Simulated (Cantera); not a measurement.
An isothermal, constant-pressure homogeneous reactor starts with H₂ : O₂ = 0.071 : 1 (molar parts), equivalence ratio 0.035, at 1198 K and 10.00 Torr.

Model: GRI-Mech 3.0 (53 species, 325 reactions), integrated in Cantera. Radical loss at walls, strong at low pressure, is not modelled. The temperature is held fixed by assumption; the heat of reaction is taken as removed at once.

x: mole fraction; the columns are a selection and need not sum to one.

```json
[
 {"t (s)": "1.00e-5", "x H₂": "0.0663", "x O₂": "0.934", "x H₂O₂": "<1e-12", "x H": "4.95e-10", "x HO₂": "5.47e-10", "x OH": "5.41e-11", "x O": "5.59e-11"},
 {"t (s)": "5.37e-5", "x H₂": "0.0663", "x O₂": "0.934", "x H₂O₂": "<1e-12", "x H": "[?]", "x HO₂": "[?]", "x OH": "[?]", "x O": "[?]"},
 {"t (s)": "0.000289", "x H₂": "0.0663", "x O₂": "0.934", "x H₂O₂": "1.20e-11", "x H": "2.33e-8", "x HO₂": "1.59e-8", "x OH": "2.39e-8", "x O": "3.58e-8"},
 {"t (s)": "0.00155", "x H₂": "0.0638", "x O₂": "0.932", "x H₂O₂": "[?]", "x H": "[?]", "x HO₂": "[?]", "x OH": "[?]", "x O": "[?]"},
 {"t (s)": "0.00833", "x H₂": "0.00121", "x O₂": "0.892", "x H₂O₂": "1.12e-7", "x H": "0.00971", "x HO₂": "4.22e-6", "x OH": "0.00398", "x O": "0.0340"},
 {"t (s)": "0.0447", "x H₂": "0.000452", "x O₂": "0.918", "x H₂O₂": "1.16e-7", "x H": "0.00203", "x HO₂": "3.30e-6", "x OH": "0.00246", "x O": "0.0119"},
 {"t (s)": "0.240", "x H₂": "3.36e-5", "x O₂": "0.930", "x H₂O₂": "5.96e-8", "x H": "4.03e-5", "x HO₂": "9.25e-7", "x OH": "0.000675", "x O": "0.000870"},
 {"t (s)": "1.29", "x H₂": "1.72e-6", "x O₂": "0.931", "x H₂O₂": "1.29e-8", "x H": "4.77e-7", "x HO₂": "9.61e-8", "x OH": "0.000154", "x O": "4.50e-5"},
 {"t (s)": "6.93", "x H₂": "1.50e-7", "x O₂": "0.931", "x H₂O₂": "2.23e-9", "x H": "1.25e-8", "x HO₂": "1.28e-8", "x OH": "4.58e-5", "x O": "3.97e-6"},
 {"t (s)": "37.2", "x H₂": "2.07e-8", "x O₂": "0.931", "x H₂O₂": "4.18e-10", "x H": "6.52e-10", "x HO₂": "8.13e-9", "x OH": "1.71e-5", "x O": "5.55e-7"},
 {"t (s)": "200", "x H₂": "7.70e-9", "x O₂": "0.931", "x H₂O₂": "1.83e-10", "x H": "1.48e-10", "x HO₂": "1.12e-8", "x OH": "1.04e-5", "x O": "2.06e-7"}
]
```

What belongs in the gaps?


- 5.37e-5, x H: 2.12e-9
- 5.37e-5, x HO₂: 2.94e-9
- 5.37e-5, x OH: 1.06e-9
- 5.37e-5, x O: 1.24e-9
- 0.00155, x H₂O₂: 6.29e-9
- 0.00155, x H: 0.000683
- 0.00155, x HO₂: 2.35e-6
- 0.00155, x OH: 0.000712
- 0.00155, x O: 0.00113
